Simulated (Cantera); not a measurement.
An isothermal, constant-pressure homogeneous reactor starts with 53.5 % CH4, 37.4 % H2O, 9.09 % H2, at 2150 K and 16.8 atm.

Computed with Cantera and GRI-Mech 3.0 (53 species, 325 reactions). GRI-Mech 3.0 stops at C3 and has no aromatics, soot or wall deposition, so with more carbon than oxygen in the feed, carbon stays in small species such as C2H2 where larger ones or solid carbon would form. The pressure lies above the range GRI-Mech 3.0 was tuned for (to about 10 atm).

x: mole fraction; the columns are a selection and need not sum to one.

```
t (s)      x CH4    x H2O   x H2       x O   x CH2CO
--------  ------  -------  -----  --------  --------
5.00e-5   0.0694    0.240  0.531   1.74e-8  0.000126
0.000150  0.0371    0.202  0.584   1.45e-8  0.000103
0.000451  0.0281    0.145  0.633   1.10e-8   6.20e-5
0.00136        ?        ?  0.688         ?         ?
0.00408   0.0166   0.0253  0.730   2.34e-9   7.69e-6
0.0122    0.0139  0.00281  0.748  2.74e-10   3.00e-6
0.0368    0.0136  4.26e-5  0.751  5.23e-12   2.55e-6
0.111     0.0136  3.42e-5  0.751  4.40e-12   2.55e-6
0.332     0.0136  3.42e-5  0.751  4.40e-12   2.55e-6
0.998     0.0136  3.42e-5  0.751  4.40e-12   2.55e-6
3.00      0.0136  3.42e-5  0.751  4.40e-12   2.55e-6
```

Complete the blanks.


- 0.00136, x CH4: 0.0220
- 0.00136, x H2O: 0.0770
- 0.00136, x O: 6.46e-9
- 0.00136, x CH2CO: 2.52e-5
